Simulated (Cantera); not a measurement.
# Reactions in the system F-O-Si

Cantera with NASA thermochemical tables; ideal gases at 1 bar, condensed phases pure. Values are per mole of reaction as written; species without (g) are pure solids or liquids, kept so even where they would boil at 1 bar. The tables' values for SiF₂ are old estimates.

3 SiF₄(g) + 3 SiO(g) → O₃(g) + 6 SiF₂(g)

```json
[
 {"T (K)": "300", "ΔH° (kJ)": "1760.8", "ΔS° (J/K)": "295.5", "ΔG° (kJ)": "1672.2", "log10 K": "-291.14"},
 {"T (K)": "950", "ΔH° (kJ)": "1751.3", "ΔS° (J/K)": "280.6", "ΔG° (kJ)": "1484.8", "log10 K": "-81.64"},
 {"T (K)": "1050", "ΔH° (kJ)": "1749.1", "ΔS° (J/K)": "278.4", "ΔG° (kJ)": "1456.8", "log10 K": "-72.47"},
 {"T (K)": "1150", "ΔH° (kJ)": "1746.8", "ΔS° (J/K)": "276.3", "ΔG° (kJ)": "1429.1", "log10 K": "-64.91"},
 {"T (K)": "1250", "ΔH° (kJ)": "1744.4", "ΔS° (J/K)": "274.3", "ΔG° (kJ)": "1401.5", "log10 K": "-58.57"},
 {"T (K)": "1350", "ΔH° (kJ)": "1741.9", "ΔS° (J/K)": "272.3", "ΔG° (kJ)": "1374.2", "log10 K": "-53.17"},
 {"T (K)": "1450", "ΔH° (kJ)": "1739.4", "ΔS° (J/K)": "270.6", "ΔG° (kJ)": "1347.1", "log10 K": "-48.53"},
 {"T (K)": "1550", "ΔH° (kJ)": "1736.9", "ΔS° (J/K)": "268.9", "ΔG° (kJ)": "1320.1", "log10 K": "-44.49"},
 {"T (K)": "1650", "ΔH° (kJ)": "1734.6", "ΔS° (J/K)": "267.5", "ΔG° (kJ)": "1293.3", "log10 K": "-40.94"},
 {"T (K)": "1750", "ΔH° (kJ)": "1732.3", "ΔS° (J/K)": "266.1", "ΔG° (kJ)": "1266.6", "log10 K": "-37.80"},
 {"T (K)": "1850", "ΔH° (kJ)": "1730.3", "ΔS° (J/K)": "265.0", "ΔG° (kJ)": "1240.0", "log10 K": "-35.01"}
]
```
